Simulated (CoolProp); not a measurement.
Carbon monoxide at 369.17 K and 2.42 MPa is throttled through a valve to 0.162 MPa with no heat exchange. Each further row changes one setting.

Values from CoolProp's reference Helmholtz-energy equation of state, Lemmon 2006. It is a short technical equation, of lower accuracy than the large ones.

```csv
case,temperature change (K),final density (kg/m³)
as stated,-3.4,1.49
outlet pressure 0.0486 MPa,-3.6,0.448
outlet pressure 0.211 MPa,-3.3,1.94
```
